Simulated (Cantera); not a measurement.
**Equilibrium for calcination and drying: CaCO3 + H2**

Input: 1 mol CaCO3, 0.16 mol H2, held at 575 K and 0.0320 bar.

Equilibrium computed with Cantera from the NASA thermochemical tables; the gas is ideal and each condensed phase is pure. Candidate condensed phases: C, C6H6, C7H8, C8H18, Ca, CaCO3, CaO, Ca(OH)2, H2O; 115 gas species. Rates play no part.

```json
{
  "x(H2)": "0.919",
  "x(H2O)": "0.0542",
  "x(CH4)": "0.0271",
  "n(CaCO3(calcite))": "0.996 mol",
  "n(CaO(s))": "0.00422 mol",
  "gas_amount": "0.1558 mol",
  "log10 activity of Ca(OH)2(s) (absent)": "-0.20",
  "log10 activity of C(graphite) (absent)": "-2.29",
  "log10 activity of Ca(s) (absent)": "-31.36"
}
```
